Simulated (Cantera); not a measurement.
Feed: 1 mol SiCl4, 1.6 mol Cl2, 6.1 mol H2, equilibrated at 302 °C and 9750 Torr.

Cantera equilibrium calculation (NASA polynomials, part measured and part estimated; ideal gas, pure solids and liquids). Candidate condensed phases: Si; 19 gas species. Kinetics and transport are ignored.

Q: What is the equilibrium state?

A: 
| Item | Value |
|---|---|
| x(H2) | 0.517 |
| x(HCl) | 0.368 |
| x(SiCl4) | 0.115 |
| x(SiHCl3) | 2.40e-6 |
| gas amount | 8.700 mol |
| log10 activity of Si(s) (absent) | -18.60 |
